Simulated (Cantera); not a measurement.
Input: 1 mol Cu₂O, 0.77 mol CO, equilibrated at 1 atm.

These are equilibrium values from Cantera (NASA tables, ideal gas, pure condensed phases), not measurements of a reactor. Candidate condensed phases: C, Cu, CuO, Cu₂O; 15 gas species. Each liquid is taken as pure. Mutual solubility and eutectic melting of coexisting phases are not modelled. Kinetics and transport are ignored.

x: gas mole fraction; n: condensed amount in mol.

```csv
T (°C),x CO₂,x CO,x O₂,x Cu,n Cu(s),n Cu₂O(s),n Cu(l),n Cu₂O(l)
825,1.000,2.04e-5,3.76e-9,___,1.54,0.230,0,0
875,1.000,3.54e-5,1.85e-8,___,1.54,0.230,0,0
925,1.000,5.87e-5,7.94e-8,___,1.54,0.230,0,0
975,1.000,9.34e-5,3.02e-7,___,1.54,0.230,0,0
1025,1.000,0.000143,1.04e-6,___,1.54,0.230,0,0
1075,1.000,0.000214,3.23e-6,___,1.54,0.230,0,0
1125,1.000,0.000289,1.06e-5,___,0,0.230,1.54,0
1175,1.000,0.000378,3.29e-5,___,0,0.230,1.54,0
1225,0.999,0.000485,9.45e-5,___,0,0.230,1.54,0
1275,0.999,0.000680,0.000205,___,0,0,1.54,0.230
```

### Question
Fill in the missing entries.

### Answer

- 825, x Cu: 5.50e-10
- 875, x Cu: 2.69e-9
- 925, x Cu: 1.15e-8
- 975, x Cu: 4.35e-8
- 1025, x Cu: 1.49e-7
- 1075, x Cu: 4.62e-7
- 1125, x Cu: 1.28e-6
- 1175, x Cu: 3.27e-6
- 1225, x Cu: 7.85e-6
- 1275, x Cu: 1.78e-5
